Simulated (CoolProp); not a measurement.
Vapour pressure (kPa) of carbonyl sulfide: the reference equation beside estimates from Tc = 105.6 °C, pc = 6369 kPa, ω = 0.098.

Computed with CoolProp (reference Helmholtz-energy equation of state, Lemmon 2006). It is a short technical equation, of lower accuracy than the large ones.

```tsv
T (°C)	reference	Lee-Kesler	van der Waals	Peng-Robinson
-49.55	104.2	103.0	503.4	105.7
-46.55	119.4	118.1	544.0	120.9
-43.65	135.7	134.3	585.3	137.2
-40.65	154.3	152.9	630.2	155.7
-37.75	174.1	172.7	675.8	175.5
-34.75	196.6	195.2	725.3	197.9
-31.85	220.4	219.0	775.4	221.6
-28.85	247.3	246.0	829.5	248.3
-25.85	276.6	275.4	886.2	277.5
-22.95	307.3	306.2	943.4	308.1
-19.95	341.8	340.9	1005	342.4
-17.05	377.8	377.0	1067	378.3
-14.05	418.0	417.4	1134	418.3
-11.05	461.4	461.0	1203	461.5
```

Absolute difference from the reference over all 14 rows, mean and median: Lee-Kesler 0.6 and 0.6 %, van der Waals 254.2 and 243.6 %, Peng-Robinson 0.6 and 0.5 %.
